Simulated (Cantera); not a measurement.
An adiabatic, constant-volume homogeneous reactor starts with 2.97 % C₃H₈, 20.4 % O₂, 76.7 % N₂, at 1323 K and 750 Torr.

Cantera simulation using GRI-Mech 3.0 (53 species, 325 reactions); the numbers are that mechanism's predictions, not measurements. GRI-Mech 3.0 was tuned for natural gas; its chemistry of propane as a main component is partial and can be far from experiment.

**Question.** Predict: time of steepest temperature rise; temperature at 6.00 s; equilibrium temperature; x(O₂) at 6.00 s; x(CO₂) at 6.00 s; x(CO) at 6.00 s; x(NO) at 6.00 s.

**Answer.** 
- time of steepest temperature rise: 0.614 ms
- temperature at 6.00 s: 2750 K
- equilibrium temperature: 2750 K
- x(O₂) at 6.00 s: 0.0512 (gas-phase equilibrium 0.0512)
- x(CO₂) at 6.00 s: 0.0618 (gas-phase equilibrium 0.0618)
- x(CO) at 6.00 s: 0.0227 (gas-phase equilibrium 0.0227)
- x(NO) at 6.00 s: 0.0162 (gas-phase equilibrium 0.0162)
